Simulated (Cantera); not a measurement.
A Cantera script and its output.

```python
import numpy as np
import cantera as ct

gas = ct.Solution("gri30.yaml")


def delay(T, t_max=10):
    gas.TPX = T, 130000, {'H2': 1, 'O2': 0.385, 'N2': 1.45}
    reactor = ct.IdealGasReactor(gas, clone=False)
    net = ct.ReactorNet([reactor])
    net.rtol, net.atol = 1e-8, 1e-16
    while net.time < t_max:
        t_old, T_old = net.time, reactor.T
        net.step()
        if reactor.T > T + 400:  # ignition: a rise of 400 K
            return t_old + (T + 400 - T_old) / (reactor.T - T_old) * (net.time - t_old)
    return np.nan


taus = []
for T in [1050, 1150, 1250, 1350, 1450, 1550, 1650, 1750, 1850]:
    taus.append(delay(T))
    print(f"T0 = {T:6g} K   tau = {taus[-1]:.4e} s")
```

Output:

```
T0 =   1050 K   tau = 1.3323e-04 s
T0 =   1150 K   tau = 4.9522e-05 s
T0 =   1250 K   tau = 2.7450e-05 s
T0 =   1350 K   tau = 1.7793e-05 s
T0 =   1450 K   tau = 1.2782e-05 s
T0 =   1550 K   tau = 1.0018e-05 s
T0 =   1650 K   tau = 8.5014e-06 s
T0 =   1750 K   tau = 7.7484e-06 s
T0 =   1850 K   tau = 7.5136e-06 s
```

Model: GRI-Mech 3.0 (53 species, 325 reactions), integrated in Cantera. Where the delays flatten at high temperature, the 400 K rule measures the pace of heat release, not the induction time.
